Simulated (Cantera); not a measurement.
A perfectly stirred reactor is fed with CH3OH : O2 : N2 = 1 : 1.15 : 4.34 (molar parts), equivalence ratio 1.3, at 1.97 atm; it is adiabatic with a 700 K inlet, and is followed from long to short residence time, starting on the burning branch (τ in s: 0.15, 0.063, 0.027, 0.011, 0.0048, 0.002, 0.00087, 0.00037, 0.00016, 6.6e-05, 2.8e-05, 1.2e-05, 5.1e-06).

Cantera simulation using GRI-Mech 3.0 (53 species, 325 reactions); the numbers are that mechanism's predictions, not measurements. GRI-Mech 3.0 was tuned for natural gas; its chemistry of methanol as a main component is partial and can be far from experiment.

### Question
Predict: blow-out, bracketed by the residence times tried; x(CH3OH) at τ = 0.150 s; x(O2) at τ = 0.150 s; x(N2O) at τ = 0.150 s; x(NO) at τ = 0.150 s; x(CH3OH) at τ = 0.870 ms; x(O2) at τ = 0.870 ms; x(CH2CO) at τ = 0.870 ms; x(N2O) at τ = 0.870 ms; x(NO) at τ = 0.870 ms.

### Answer
| Property | Result |
|---|---|
| blow-out, bracketed by the residence times tried | burning at 28.0 µs, out at 12.0 µs |
| x(CH3OH) at τ = 0.150 s | 3.22e-7 |
| x(O2) at τ = 0.150 s | 0.000247 |
| x(N2O) at τ = 0.150 s | 3.22e-8 |
| x(NO) at τ = 0.150 s | 0.000445 |
| x(CH3OH) at τ = 0.870 ms | 1.65e-5 |
| x(O2) at τ = 0.870 ms | 0.00336 |
| x(CH2CO) at τ = 0.870 ms | 2.15e-8 |
| x(N2O) at τ = 0.870 ms | 5.64e-8 |
| x(NO) at τ = 0.870 ms | 0.000183 |
